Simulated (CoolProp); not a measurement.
Properties of nitrous oxide along the isobar 14.6 bar.

The numbers come from the reference Helmholtz-energy equation of state, Lemmon 2006 in CoolProp. It is a short technical equation, of lower accuracy than the large ones.

```tsv
T (K)	phase	cp (kJ/(kg K))	isothermal compressibility (1/MPa)	expansivity (1/kK)
240.9	liquid	1.885	0.003261	3.712
252.3	gas	1.149	0.8339	6.885
258	gas	[?]	0.8157	6.347
263.7	gas	1.070	0.8011	[?]
269.4	gas	1.047	0.7892	5.566
275.1	gas	1.029	0.7792	5.269
280.8	gas	[?]	0.7707	5.013
286.4	gas	[?]	0.7635	4.794
292.1	gas	0.9995	0.7571	4.596
297.8	gas	0.9943	0.7515	[?]
303.5	gas	0.9905	0.7465	4.260
309.2	gas	0.9879	0.7420	4.115
314.9	gas	0.9863	0.7380	3.982
```

Task: Complete the blanks.

Result: 
- 258, cp (kJ/(kg K)): 1.103
- 263.7, expansivity (1/kK): 5.918
- 280.8, cp (kJ/(kg K)): 1.016
- 286.4, cp (kJ/(kg K)): 1.007
- 297.8, expansivity (1/kK): 4.419
